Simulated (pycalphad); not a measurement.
An equivalent pycalphad script:

```python
from pycalphad import Database, equilibrium, calculate, variables as v
import numpy as np
db = Database('COST507.tdb')
comps = ['SI', 'SN', 'VA']
phases = ['BCT_A5', 'DIAMOND_A4', 'LIQUID']
eq = equilibrium(db, comps, phases, {v.X('SN'): 0.595, v.T: np.arange(2350, 499, -75), v.P: 101325, v.N: 1}, output=['HM', 'SM'])
```

Computed with pycalphad from the COST 507 light-alloy database (1999), at 1 atm. These are 1990s assessments: newer ones move some temperatures and phases. Phase fractions are per mole of atoms.

Results at three of the temperatures:

```
T = 2275.00 K, P = 101325 Pa, N = 1 mol of atoms
G = -186211 J/mol, H = 85162 J/mol, S = 119.28 J/(mol K)  (SER reference)
chemical potentials (J/mol): Si -132412, Sn -222830
phase             fraction      x(Si)      x(Sn)
LIQUID              1.0000     0.4050     0.5950
```

```
T = 1450.00 K, P = 101325 Pa, N = 1 mol of atoms
G = -93937 J/mol, H = 40920 J/mol, S = 93.00 J/(mol K)  (SER reference)
chemical potentials (J/mol): Si -54069, Sn -121074
phase             fraction      x(Si)      x(Sn)
LIQUID              0.6672     0.1082     0.8918
DIAMOND_A4          0.3328     1.0000   3.04e-07
```

```
T = 550.00 K, P = 101325 Pa, N = 1 mol of atoms
G = -23482 J/mol, H = 10796 J/mol, S = 62.32 J/(mol K)  (SER reference)
chemical potentials (J/mol): Si -12177, Sn -31177
phase             fraction      x(Si)      x(Sn)
LIQUID              0.5950   1.68e-06     1.0000
DIAMOND_A4          0.4050     1.0000   2.48e-07
```

Changes of the phase set, refined by bisection:

```tsv
T (°C)	phases above	phases below
1321.8	LIQUID	DIAMOND_A4 + LIQUID
```

DIAMOND_A4 is diamond (Si).
